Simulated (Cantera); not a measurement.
Feed: 1 mol BCl₃, 15 mol H₂, 1.9 mol NH₃, at 0.620 bar.

Equilibrium computed with Cantera from the NASA thermochemical tables; the gas is ideal and each condensed phase is pure. Candidate condensed phases: B, BN, NH₄Cl; 21 gas species. Equilibrium is a limit: real reactors are often held back by kinetics, nucleation or transport. All values below are at 902 °C.

Base state: H₂ 0.826, HCl 0.152, N₂ 0.0227, NH₃ 1.51e-5 (mole fractions); condensed: BN(s).

### Question
What changes in the equilibrium state with this change: BCl₃ replaced by borazine?

### Answer
```tsv
species	before	after
H₂	0.826	0.956
N₂	0.0227	0.0436
NH₃	1.51e-5	2.61e-5
HCl	0.152	0
BN(s), mol	1.000	3.00
```
The feed counts by its element totals alone.
